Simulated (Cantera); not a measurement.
Feed: 1 mol Fe(CO)5, 0.22 mol H2, 13 mol N2, held at 10.0 mbar.

Method: chemical equilibrium by Gibbs-energy minimisation in Cantera with the NASA 1993 tables (ideal gas, pure condensed phases). Candidate condensed phases: C, C6H6, C7H8, C8H18, Fe, Fe(CO)5, FeO, Fe(OH)2, Fe(OH)3, Fe2O3, Fe3O4, H2O; 140 gas species. Condensed phases not in the tables: cementite and carbon dissolved in iron. Kinetics and transport are ignored.

log p: log10 of the partial pressure in bar; n: condensed amount in mol.

| T (K) | log p N2 | log p CO | log p H2 | log p CO2 | log p HCN | log p H | n C(graphite) | n Fe(α) | n Fe(γ) |
|---|---|---|---|---|---|---|---|---|---|
| 1100 | -2.15 | -2.56 | -3.92 | -6.18 | -7.69 | -9.55 | 0.00123 | 1.00 | 0 |
| 1125 | -2.15 | -2.56 | -3.92 | -6.36 | -7.55 | -9.31 | 0.000788 | 1.00 | 0 |
| 1150 | -2.15 | -2.56 | -3.92 | -6.53 | -7.41 | -9.09 | 0 | 1.00 | 0 |
| 1175 | -2.15 | -2.56 | -3.92 | -6.69 | -7.28 | -8.87 | 0 | 1.00 | 0 |
| 1200 | -2.15 | -2.56 | -3.92 | (withheld) | (withheld) | (withheld) | 0 | 0 | 1.00 |
| 1225 | -2.15 | -2.56 | -3.92 | -7.00 | -7.04 | -8.47 | 0 | 0 | 1.00 |
| 1250 | -2.15 | -2.56 | -3.92 | -7.05 | -7.02 | -8.27 | 0 | 0 | 1.00 |
| 1275 | -2.15 | -2.56 | -3.92 | -7.06 | -7.04 | -8.09 | 0 | 0 | 1.000 |
| 1300 | -2.15 | -2.56 | -3.92 | -7.08 | -7.05 | (withheld) | 0 | 0 | 1.000 |
| 1325 | -2.15 | -2.56 | -3.92 | -7.09 | -7.06 | -7.75 | 0 | 0 | 1.000 |
| 1350 | -2.15 | -2.56 | -3.92 | -7.10 | -7.07 | -7.58 | 0 | 0 | 1.000 |
| 1375 | -2.15 | -2.56 | -3.92 | -7.12 | -7.08 | -7.42 | 0 | 0 | 1.000 |
| 1400 | -2.15 | -2.56 | -3.92 | -7.13 | -7.10 | -7.27 | 0 | 0 | 1.000 |
| 1425 | -2.15 | -2.56 | -3.92 | -7.14 | -7.11 | -7.13 | 0 | 0 | 1.000 |

Question: What belongs in the gaps?

Answer: 
- 1200, log p CO2: -6.85
- 1200, log p HCN: -7.16
- 1200, log p H: -8.66
- 1300, log p H: -7.92
